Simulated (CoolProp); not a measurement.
Model: reference Helmholtz-energy equation of state, Jacobsen 1992, in CoolProp.

### Question
Give the vapour pressure (bar), liquid density (kg/m³), liquid cp (kJ/(kg K)), surface tension (mN/m) of saturated R11 at 302 K.

### Answer
```json
[
 {"T (K)": "302", "p (bar)": "1.21", "liquid density (kg/m³)": "1470", "liquid cp (kJ/(kg K))": "0.885", "surface tension (mN/m)": "17.3"}
]
```

Surface tension comes from a separate correlation (Mulero 2012).
